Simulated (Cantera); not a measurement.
Input: 1 mol CHF3, a varied amount of CH4, held at 1348 K and 0.00133 bar.

These are equilibrium values from Cantera (NASA tables, ideal gas, pure condensed phases), not measurements of a reactor. Candidate condensed phases: C, C6H6, C7H8, C8H18; 95 gas species. Gases not in the tables: C2F6 and larger saturated fluorocarbons. Equilibrium is a limit: real reactors are often held back by kinetics, nucleation or transport.

x: gas mole fraction; n: condensed amount in mol.

```tsv
n(CH4) (mol)	x HF	x CF4	x H2	x CF2	x H	x F	x CF3	n C(graphite)
0.037	0.713	0.287	9.58e-10	4.99e-5	1.96e-9	1.18e-5	8.27e-6	0.574
0.062	0.740	0.260	1.09e-9	4.75e-5	2.09e-9	1.15e-5	7.67e-6	0.624
0.1	0.778	0.222	1.30e-9	?	2.28e-9	1.11e-5	6.82e-6	0.700
0.17	0.836	0.164	1.74e-9	?	2.65e-9	1.03e-5	5.43e-6	0.840
0.29	0.911	0.0886	2.82e-9	?	3.37e-9	8.82e-6	3.42e-6	1.08
0.49	0.997	0.00336	1.73e-8	?	8.34e-9	3.89e-6	2.94e-7	1.48
0.82	0.824	<1e-12	0.176	<1e-12	2.66e-5	1.01e-9	<1e-12	1.82
```

Fill in the missing entries.


- 0.1, x CF2: 4.39e-5
- 0.17, x CF2: 3.77e-5
- 0.29, x CF2: 2.77e-5
- 0.49, x CF2: 5.40e-6
